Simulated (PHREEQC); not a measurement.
## Polishing slurry liquid: speciation

A solution holds 0.13 mol/kgw H2SO4, 0.00011 mol/kgw K2SO4 and 0.0014 mol/kgw CuSO4, at 25 °C. Closed to the air; pH follows from the charge balance.

Computed with PHREEQC (ion-association model, wateq4f.dat).

| Item | Value |
|---|---|
| pH | 0.92 |
| ionic strength | 0.176 mol/kgw |
| total alkalinity | -260 meq/kg |

```tsv
species	molality	activity	log γ
H+	0.151	0.121	-0.096
HSO4-	0.109	0.0803	-0.132
SO4-2	0.0222	0.00681	-0.514
Cu+2	0.000963	0.000327	-0.469
CuSO4	0.000437	0.000455	0.018
K+	0.000210	0.000152	-0.142
KSO4-	9.63e-6	7.26e-6	-0.123
```

This is a speciation only: nothing precipitates in the calculation.
